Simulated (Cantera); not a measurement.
A closed system holds: 1 mol Al, 280 mol NH3, 13 mol H2, held at 352 °C and 1.33 mbar.

Method: chemical equilibrium by Gibbs-energy minimisation in Cantera with the NASA 1993 tables (ideal gas, pure condensed phases). Candidate condensed phases: Al, AlN; 13 gas species. Equilibrium is a limit: real reactors are often held back by kinetics, nucleation or transport.

Base state: H2 0.756, N2 0.244, NH3 1.19e-5 (mole fractions); condensed: AlN(s).

Question: What changes in the equilibrium state with this change: temperature from 352 °C to 1502 °C?

Answer: 
```tsv
species	before	after
H2	0.756	0.748
N2	0.244	0.243
H	<1e-9	0.00686
Al	<1e-9	0.00171
AlH	<1e-9	2.63e-5
NH3	1.19e-5	1.31e-8
AlN(s), mol	1.00	0
```

Question: What changes in the equilibrium state with this change: temperature from 352 °C to 1950 °C?

Answer: 
```json
[
 {"species": "H2", "before": "0.756", "after": "0.632"},
 {"species": "N2", "before": "0.244", "after": "0.227"},
 {"species": "H", "before": "<1e-9", "after": "0.140"},
 {"species": "Al", "before": "<1e-9", "after": "0.00161"},
 {"species": "NH3", "before": "1.19e-5", "after": "4.59e-9"},
 {"species": "AlN(s), mol", "before": "1.00", "after": "0"}
]
```
